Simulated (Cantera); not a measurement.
Input: 1 mol C2H5OH, 0.57 mol NH3, at 27.0 Pa.

These are equilibrium values from Cantera (NASA tables, ideal gas, pure condensed phases), not measurements of a reactor. Candidate condensed phases: C, C6H6, C7H8, C8H18, H2O; 136 gas species. The numbers say what is thermodynamically allowed, not how fast it happens.

x: gas mole fraction; n: condensed amount in mol.

| T (K) | x H2 | x H | x CO | x N2 | x C3 | n C(graphite) |
|---|---|---|---|---|---|---|
| 825 | 0.750 | 4.18e-10 | 0.193 | 0.0555 | <1e-12 | 1.00 |
| 975 | 0.750 | 6.03e-8 | 0.195 | 0.0554 | <1e-12 | 1.00 |
| 1125 | 0.750 | 2.34e-6 | 0.195 | 0.0554 | <1e-12 | 1.000 |
| 1275 | 0.750 | 3.88e-5 | 0.195 | 0.0554 | <1e-12 | 1.000 |
| 1425 | 0.750 | 0.000359 | 0.195 | 0.0554 | <1e-12 | 0.999 |
| 1575 | 0.748 | 0.00219 | 0.194 | 0.0552 | <1e-12 | 0.998 |
| 1725 | 0.741 | 0.00973 | 0.194 | 0.0547 | 3.87e-11 | 0.995 |
| 1875 | 0.719 | 0.0338 | 0.191 | 0.0536 | 3.82e-9 | 0.988 |
| 2025 | ? | ? | 0.185 | 0.0512 | ? | 0.976 |
| 2175 | ? | ? | 0.173 | ? | ? | 0.957 |
| 2325 | 0.382 | 0.414 | 0.154 | 0.0408 | 9.78e-5 | 0.931 |
| 2475 | 0.203 | 0.617 | 0.134 | 0.0346 | 0.00124 | 0.878 |
| 2625 | 0.0825 | 0.742 | 0.119 | 0.0297 | 0.0117 | 0.541 |

Q: Complete the blanks.

A: 
- 2175, x H2: 0.553
- 2175, x H: 0.221
- 2175, x N2: 0.0469
- 2175, x C3: 5.36e-6
- 2025, x H2: 0.664
- 2025, x H: 0.0955
- 2025, x C3: 1.89e-7
